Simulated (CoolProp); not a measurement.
Vapour-liquid equilibrium of nitrogen (1) + oxygen (2) at 105.1 K; x and y are mole fractions of (1).

The numbers come from the multi-fluid Helmholtz-energy mixture model, Span 2000 and Schmidt 1985; pair parameters Gernert 2013 in CoolProp.

| x | bubble pressure (bar) | y at the bubble point | dew pressure at overall composition x (bar) | liquid density (mol/L) |
|---|---|---|---|---|
| 0.05 | 4.218 | 0.132 | 3.959 | … |
| 0.15 | 4.979 | 0.326 | 4.281 | 31.69 |
| 0.25 | 5.695 | 0.465 | … | 30.69 |
| 0.35 | 6.382 | … | 5.093 | 29.70 |
| 0.45 | 7.054 | 0.662 | 5.610 | 28.72 |
| 0.55 | 7.723 | 0.738 | … | 27.76 |
| 0.65 | 8.397 | 0.806 | 6.955 | … |
| 0.75 | 9.084 | 0.867 | 7.832 | 25.85 |
| 0.85 | 9.790 | 0.923 | 8.889 | 24.90 |
| 0.95 | 10.52 | 0.975 | 10.17 | … |

Some entries are withheld; supply them.


- 0.05, liquid density (mol/L): 32.71
- 0.25, dew pressure at overall composition x (bar): 4.655
- 0.35, y at the bubble point: 0.573
- 0.55, dew pressure at overall composition x (bar): 6.223
- 0.65, liquid density (mol/L): 26.80
- 0.95, liquid density (mol/L): 23.93

No azeotrope shows between x = 0.05 and 0.95.

Pair parameters are fitted to limited data, so mixtures are less certain than the pure fluids. The gap from Raoult's law changes sign with composition, which may be real or a fault of the pair parameters; it wasn't checked against measurements.
